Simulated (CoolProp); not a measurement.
Vapour-liquid equilibrium of hydrogen chloride (1) + ethane (2) at 17.7 bar; x and y are mole fractions of (1).

Model: multi-fluid Helmholtz-energy mixture model, Thol 2018 and Bücker 2006; pair parameters Bell 2016, in CoolProp.

| x | bubble temperature, mixture model (K) | bubble temperature, Raoult's law (K) | y, mixture model | y, Raoult's law |
|---|---|---|---|---|
| 0.05 | ___ | 261.2 | 0.094 | 0.053 |
| 0.15 | ___ | 260.9 | 0.238 | 0.157 |
| 0.25 | 252.5 | 260.7 | 0.342 | 0.261 |
| 0.35 | 251.2 | 260.5 | 0.421 | 0.363 |
| 0.45 | 250.5 | 260.3 | 0.486 | 0.464 |
| 0.55 | 250.3 | 260.1 | ___ | 0.563 |
| 0.65 | 250.6 | 259.9 | ___ | 0.662 |
| 0.75 | 251.5 | 259.7 | 0.668 | 0.760 |
| 0.85 | 253.2 | 259.5 | 0.757 | 0.857 |
| 0.95 | ___ | 259.4 | 0.896 | 0.952 |

Q: Fill in the missing entries.

A: 
- 0.05, bubble temperature, mixture model (K): 258.7
- 0.15, bubble temperature, mixture model (K): 254.9
- 0.55, y, mixture model: 0.544
- 0.65, y, mixture model: 0.602
- 0.95, bubble temperature, mixture model (K): 256.6

The largest gap from Raoult's law is -9.8 K in bubble temperature, at x = 0.45. y crosses x between x = 0.45 and 0.55: the model has an azeotrope there.

Pair parameters are fitted to limited data, so mixtures are less certain than the pure fluids.
